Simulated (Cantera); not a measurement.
A closed system holds: 1 mol Fe₃O₄, 1 mol C, 0.57 mol CO, at 1427 °C and 1 atm.

These are equilibrium values from Cantera (NASA tables, ideal gas, pure condensed phases), not measurements of a reactor. Candidate condensed phases: C, Fe, Fe(CO)₅, FeO, Fe₂O₃, Fe₃O₄; 15 gas species. Mutual solubility and eutectic melting of coexisting phases are not modelled. The tables' stoichiometric FeO is somewhat more stable than real wüstite, so its field is too wide. FeO: taken at fixed stoichiometry. The numbers say what is thermodynamically allowed, not how fast it happens.

Base state: CO 0.879, CO₂ 0.121 (mole fractions); condensed: Fe(δ) + FeO(l).

Problem. What changes in the equilibrium state with this change: temperature from 1427 °C to 675 °C?

Solution. 
```
species           before  after
----------------  ------  -----
CO                 0.879  0.521
CO₂                0.121  0.479
Fe(δ), mol         0.189      0
FeO(l), mol         2.81      0
C(graphite), mol       0  0.509
FeO(s), mol            0   3.00
```
